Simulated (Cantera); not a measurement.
## Thermodynamics of oxide etching and cleaning by halides, feed SiO2 + HF

A closed system holds: 1 mol SiO2, 2.2 mol HF, held at 0.000540 bar.

These are equilibrium values from Cantera (NASA tables, ideal gas, pure condensed phases), not measurements of a reactor. Candidate condensed phases: H2O, Si, SiO2; 38 gas species. The tables' values for SiF3 are old estimates; treat these amounts as uncertain. The tables hold silica as quartz up to 1696 K and as liquid above; real silica turns to tridymite and cristobalite and melts near 1996 K. Rates play no part.

```csv
T (K),x HF,x H2O,x SiF4,x H2,x O2,n SiO2(α-quartz),n SiO2(β-quartz),n SiO2(condensed)
650,0.360,0.427,0.213,4.17e-11,2.04e-11,0.613,0,0
800,0.612,0.259,0.129,8.75e-9,4.35e-9,0.748,0,0
950,0.773,0.152,0.0758,3.06e-7,1.51e-7,0,0.845,0
1100,0.859,0.0938,0.0469,3.88e-6,1.88e-6,0,0.901,0
1250,0.906,0.0625,0.0313,2.63e-5,1.25e-5,0,0.933,0
1400,0.933,0.0446,0.0224,0.000117,5.49e-5,0,0.952,0
1550,0.949,0.0336,0.0170,0.000388,0.000181,0,0.963,0
1700,0.958,0.0262,0.0137,0.00102,0.000493,0,0,0.970
```
x: gas mole fraction; n: condensed amount in mol.

From 650 K to 800 K the condensed part is SiO2(α-quartz). From 950 K to 1550 K the condensed part is SiO2(β-quartz). At 1700 K the condensed part is SiO2(condensed). The main Si-bearing gas is SiF4 throughout. The share of Si in condensed phases is highest at 1700 K (97.0 %) and lowest at 650 K (61.3 %).
